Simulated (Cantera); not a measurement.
An adiabatic, constant-pressure homogeneous reactor starts with CH₄ : O₂ : N₂ = 1 : 2.02 : 10.9 (molar parts), equivalence ratio 0.99, at 1750 K and 101000 Pa. Integrator tolerance rtol = 1e-08.

Detailed kinetics in Cantera: GRI-Mech 3.0 (53 species, 325 reactions).

```json
[
 {"quantity": "time of steepest temperature rise", "before": "0.194 ms", "after": "28.7 µs"},
 {"quantity": "temperature at 0.100 s", "before": "2706 K", "after": "2848 K"},
 {"quantity": "equilibrium temperature", "before": "2706 K", "after": "2848 K"},
 {"quantity": "x(CH₄) at 0.100 s", "before": "<1e-12 (gas-phase equilibrium <1e-12)", "after": "<1e-12 (gas-phase equilibrium <1e-12)"},
 {"quantity": "x(O₂) at 0.100 s", "before": "0.0154 (gas-phase equilibrium 0.0154)", "after": "0.0109 (gas-phase equilibrium 0.0109)"},
 {"quantity": "x(NO₂) at 0.100 s", "before": "1.69e-6 (gas-phase equilibrium 1.69e-6)", "after": "4.31e-6 (gas-phase equilibrium 4.31e-6)"},
 {"quantity": "x(CH₂O) at 0.100 s", "before": "1.75e-10 (gas-phase equilibrium 1.75e-10)", "after": "1.02e-9 (gas-phase equilibrium 1.02e-9)"},
 {"quantity": "x(CH₂) at 0.100 s", "before": "<1e-12 (gas-phase equilibrium <1e-12)", "after": "<1e-12 (gas-phase equilibrium <1e-12)"}
]
```

Question: What was changed between the two runs?
A. pressure from 101000 Pa to 250000 Pa
B. CH4 1 to 0.33 parts
C. pressure from 101000 Pa to 1100000 Pa
D. pressure from 101000 Pa to 58000 Pa

Answer: C, pressure from 101000 Pa to 1100000 Pa
